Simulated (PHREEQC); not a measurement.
A column of 0.1 m (30 cells, dispersivity 0.008 m, 300 s a shift, diffusion coefficient 3e-10 m²/s) holds 0.00092 eq of the database's cation exchanger X per kg of pore water, first in equilibrium with 0.00053 mol CaCl2 and 1e-05 mol HCl per kg of water. It is flushed with 1 mmol/kgw PbCl2 and 0.01 mmol/kgw HCl, at 25 °C. Values are for the last cell. The system is closed to CO2. Nothing may precipitate in this run.

The series has 31 steps of pore volumes, from 0 to 3.017.

Model: ion-association model, phreeqc.dat, run in PHREEQC.

Question: After how many pore volumes does Pb at the outlet first reach half of its feed value?

Answer: By 1.4 pore volumes.

Species that the database lacks are ignored.
